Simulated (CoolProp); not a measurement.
Vapour-liquid equilibrium of propane (1) + cyclohexane (2) at 327 K; x and y are mole fractions of (1).

Computed with CoolProp (multi-fluid Helmholtz-energy mixture model, Lemmon 2009 and Zhou 2014; pair parameters Bell 2016).

| x | bubble pressure (kPa) | y at the bubble point | dew pressure at overall composition x (kPa) | liquid density (mol/L) |
|---|---|---|---|---|
| 0.05 | 138.6 | 0.703 | 43.97 | 8.972 |
| 0.2 | 423.7 | 0.908 | 52.19 | 9.287 |
| 0.35 | 694.0 | 0.948 | 64.16 | 9.595 |
| 0.5 | 948.1 | 0.966 | 83.20 | 9.881 |
| 0.65 | 1193 | 0.977 | 118.2 | 10.12 |
| 0.8 | 1444 | 0.986 | 203.8 | 10.25 |
| 0.95 | 1739 | 0.996 | 716.2 | 10.15 |

No azeotrope shows between x = 0.05 and 0.95.

Pair parameters are fitted to limited data, so mixtures are less certain than the pure fluids. The gap from Raoult's law changes sign with composition, which may be real or a fault of the pair parameters; it wasn't checked against measurements.
